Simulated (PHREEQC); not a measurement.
A column of 0.1 m (30 cells, dispersivity 0.0035 m, 300 s a shift, diffusion coefficient 3e-10 m²/s) holds 0.035 eq of the database's cation exchanger X per kg of pore water, first in equilibrium with 0.00069 mol CdCl2, 0.0011 mol ZnCl2 and 1e-05 mol HCl per kg of water. It is flushed with 44 mmol/kgw MgCl2, 5.3 mmol/kgw NaCl and 0.01 mmol/kgw HCl, at 40 °C. Values are for the last cell. No CO2 enters from the air. No solid was allowed to form.

Computed with PHREEQC (ion-association model, phreeqc.dat).

### Question
Predict Mg in solution (mol/kgw), Na in solution (mol/kgw), Cd in solution (mol/kgw) at pore volumes = 0.2167, 1.117, 1.717, 2.317.

### Answer
```tsv
pore volumes	Mg in solution (mol/kgw)	Na in solution (mol/kgw)	Cd in solution (mol/kgw)
0.2167	0	0	0.000690
1.117	0.00851	0.00326	0.00920
1.717	0.0375	0.00517	0.000774
2.317	0.0432	0.00529	3.28e-5
```

At this temperature some constants are extrapolated from 25 °C, and those without enthalpy data are left unchanged.
